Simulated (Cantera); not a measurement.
A closed system holds: 1 mol Si3N4, 3 mol O2, a varied amount of H2, 4.9 mol Cl2, equilibrated at 1202 °C and 1.00 bar.

Cantera equilibrium calculation (NASA polynomials, part measured and part estimated; ideal gas, pure solids and liquids). Candidate condensed phases: H2O, NH4Cl, Si, SiO2, Si2N2O, Si3N4; 47 gas species. Mutual solubility and eutectic melting of coexisting phases are not modelled. The tables hold silica as quartz up to 1696 K and as liquid above; real silica turns to tridymite and cristobalite and melts near 1996 K. Equilibrium is a limit: real reactors are often held back by kinetics, nucleation or transport.

Question: Which condensed phases are stable at each of these points (n(H2) (mol)): 0.65, 0.99, 1.5, 2.3, 3.4, 5.1, 7.8, 12, 18, 27, 40?

Answer: 
| n(H2) (mol) | condensed phases | Si condensed (%) |
|---|---|---|
| 0.65 | SiO2(β-quartz) | 99.9 |
| 0.99 | SiO2(β-quartz) | 99.9 |
| 1.5 | SiO2(β-quartz) | 99.9 |
| 2.3 | SiO2(β-quartz) | 99.9 |
| 3.4 | SiO2(β-quartz) | 99.9 |
| 5.1 | SiO2(β-quartz) | 99.8 |
| 7.8 | SiO2(β-quartz) | 99.8 |
| 12 | SiO2(β-quartz) | 99.9 |
| 18 | SiO2(β-quartz) | 99.9 |
| 27 | SiO2(β-quartz) | 99.9 |
| 40 | SiO2(β-quartz) + Si2N2O(s) | 99.9 |

From 0.65 mol H2 to 27 mol H2 the condensed part is SiO2(β-quartz). At 40 mol H2 the condensed part is SiO2(β-quartz) + Si2N2O(s).
